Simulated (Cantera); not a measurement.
Silicon nitride deposition: SiH4 + N2 + NH3

A closed system holds: 1 mol SiH4, 13 mol N2, 0.74 mol NH3, held at 6.50 mbar.

These are equilibrium values from Cantera (NASA tables, ideal gas, pure condensed phases), not measurements of a reactor. Candidate condensed phases: Si, Si3N4; 18 gas species. The tables' values for SiN are old estimates; treat these amounts as uncertain. Gases not in the tables: Si2H6 and higher silanes. Rates play no part.

| T (°C) | log p N2 | log p H2 | log p Si | log p H | log p SiH | log p Si2N | log p SiN | n Si3N4(s) | n Si(l) |
|---|---|---|---|---|---|---|---|---|---|
| 427 | -2.28 | -2.89 | <-14 | <-14 | <-14 | <-14 | <-14 | 0.333 | 0 |
| 627 | -2.28 | -2.89 | <-14 | -11.38 | <-14 | <-14 | <-14 | 0.333 | 0 |
| 827 | -2.28 | -2.89 | <-14 | -9.03 | <-14 | <-14 | <-14 | 0.333 | 0 |
| 1027 | -2.28 | -2.89 | -13.04 | -7.40 | -13.57 | <-14 | -13.65 | 0.333 | 0 |
| 1227 | -2.28 | -2.89 | -9.34 | -6.20 | -10.28 | -11.56 | -10.37 | 0.333 | 0 |
| 1427 | -2.28 | -2.89 | -6.52 | -5.28 | -7.78 | -7.97 | -7.88 | 0.333 | 0 |
| 1627 | -2.28 | -2.92 | -4.90 | -4.56 | -6.42 | -6.35 | -6.51 | 0 | 0.963 |
| 1827 | -2.29 | -2.94 | -3.87 | -3.98 | -5.61 | -5.62 | -5.70 | 0 | 0.615 |
log p: log10 of the partial pressure in bar; n: condensed amount in mol.

From 427 °C to 1427 °C the condensed part is Si3N4(s). From 1627 °C to 1827 °C the condensed part is Si(l).
